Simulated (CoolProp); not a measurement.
Vapour-liquid equilibrium of propane (1) + toluene (2) at 294.9 K; x and y are mole fractions of (1).

Computed with CoolProp (multi-fluid Helmholtz-energy mixture model, Lemmon 2009 and Lemmon 2006; pair parameters Bell 2016).

```json
[
 {"x": "0.05", "bubble pressure, mixture model (MPa)": "0.08034", "bubble pressure, Raoult's law (MPa)": "0.04683", "y, mixture model": "0.960", "y, Raoult's law": "0.935"},
 {"x": "0.2", "bubble pressure, mixture model (MPa)": "0.2829", "bubble pressure, Raoult's law (MPa)": "0.1777", "y, mixture model": "0.989", "y, Raoult's law": "0.986"},
 {"x": "0.35", "bubble pressure, mixture model (MPa)": "0.4358", "bubble pressure, Raoult's law (MPa)": "0.3086", "y, mixture model": "0.993", "y, Raoult's law": "0.993"},
 {"x": "0.5", "bubble pressure, mixture model (MPa)": "0.5464", "bubble pressure, Raoult's law (MPa)": "0.4394", "y, mixture model": "0.995", "y, Raoult's law": "0.996"},
 {"x": "0.65", "bubble pressure, mixture model (MPa)": "0.6326", "bubble pressure, Raoult's law (MPa)": "0.5703", "y, mixture model": "0.996", "y, Raoult's law": "0.998"},
 {"x": "0.8", "bubble pressure, mixture model (MPa)": "0.7169", "bubble pressure, Raoult's law (MPa)": "0.7012", "y, mixture model": "0.997", "y, Raoult's law": "0.999"},
 {"x": "0.95", "bubble pressure, mixture model (MPa)": "0.8266", "bubble pressure, Raoult's law (MPa)": "0.8321", "y, mixture model": "0.999", "y, Raoult's law": "1.000"}
]
```

The largest gap from Raoult's law is +71.6 % in bubble pressure, at x = 0.05. No azeotrope shows between x = 0.05 and 0.95.

Pair parameters are fitted to limited data, so mixtures are less certain than the pure fluids. The gap from Raoult's law changes sign with composition, which may be real or a fault of the pair parameters; it wasn't checked against measurements. With so large a gap from Raoult's law the liquid may split in two, which this calculation doesn't test in full.
